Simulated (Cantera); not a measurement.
A perfectly stirred reactor is fed with H₂ : O₂ = 0.28 : 1 (molar parts), equivalence ratio 0.14, at 20.0 Torr; it is held at 1400 K, and followed from long to short residence time.

Model: GRI-Mech 3.0 (53 species, 325 reactions), integrated in Cantera. Radical loss at walls, strong at low pressure, is not modelled. The temperature is held fixed by assumption; the heat of reaction is taken as removed at once.

Task: What does this change do: pressure from 20.0 Torr to 27.0 Torr?

Result: 
```json
[
 {"quantity": "x(H₂) at τ = 15.0 s", "before": "6.60e-5", "after": "4.75e-5"},
 {"quantity": "x(O₂) at τ = 15.0 s", "before": "0.754", "after": "0.754"},
 {"quantity": "x(HO₂) at τ = 15.0 s", "before": "8.19e-7", "after": "7.81e-7"},
 {"quantity": "x(O) at τ = 15.0 s", "before": "0.000333", "after": "0.000221"},
 {"quantity": "x(H₂O₂) at τ = 15.0 s", "before": "5.82e-8", "after": "6.08e-8"},
 {"quantity": "x(H₂) at τ = 30.0 ms", "before": "0.00364", "after": "0.00269"},
 {"quantity": "x(O₂) at τ = 30.0 ms", "before": "0.731", "after": "0.738"},
 {"quantity": "x(HO₂) at τ = 30.0 ms", "before": "1.06e-5", "after": "1.28e-5"},
 {"quantity": "x(O) at τ = 30.0 ms", "before": "0.0200", "after": "0.0138"},
 {"quantity": "x(H₂O₂) at τ = 30.0 ms", "before": "4.15e-7", "after": "4.92e-7"}
]
```

Task: What does this change do: O2 1 to 8.8 parts?

Result: 
```json
[
 {"quantity": "x(H₂) at τ = 15.0 s", "before": "6.60e-5", "after": "9.85e-6"},
 {"quantity": "x(O₂) at τ = 15.0 s", "before": "0.754", "after": "0.968"},
 {"quantity": "x(HO₂) at τ = 15.0 s", "before": "8.19e-7", "after": "2.11e-7"},
 {"quantity": "x(O) at τ = 15.0 s", "before": "0.000333", "after": "0.000381"},
 {"quantity": "x(H₂O₂) at τ = 15.0 s", "before": "5.82e-8", "after": "1.03e-8"},
 {"quantity": "x(H₂) at τ = 30.0 ms", "before": "0.00364", "after": "0.000371"},
 {"quantity": "x(O₂) at τ = 30.0 ms", "before": "0.731", "after": "0.953"},
 {"quantity": "x(HO₂) at τ = 30.0 ms", "before": "1.06e-5", "after": "2.00e-6"},
 {"quantity": "x(O) at τ = 30.0 ms", "before": "0.0200", "after": "0.0141"},
 {"quantity": "x(H₂O₂) at τ = 30.0 ms", "before": "4.15e-7", "after": "5.81e-8"}
]
```

Task: What does this change do: H2 0.28 to 0.1 parts?

Result: 
```
quantity                  before     after
----------------------  --------  --------
x(H₂) at τ = 15.0 s      6.60e-5   2.70e-5
x(O₂) at τ = 15.0 s        0.754     0.904
x(HO₂) at τ = 15.0 s     8.19e-7   4.29e-7
x(O) at τ = 15.0 s      0.000333  0.000386
x(H₂O₂) at τ = 15.0 s    5.82e-8   2.55e-8
x(H₂) at τ = 30.0 ms     0.00364   0.00127
x(O₂) at τ = 30.0 ms       0.731     0.881
x(HO₂) at τ = 30.0 ms    1.06e-5   4.99e-6
x(O) at τ = 30.0 ms       0.0200    0.0199
x(H₂O₂) at τ = 30.0 ms   4.15e-7   1.63e-7
```
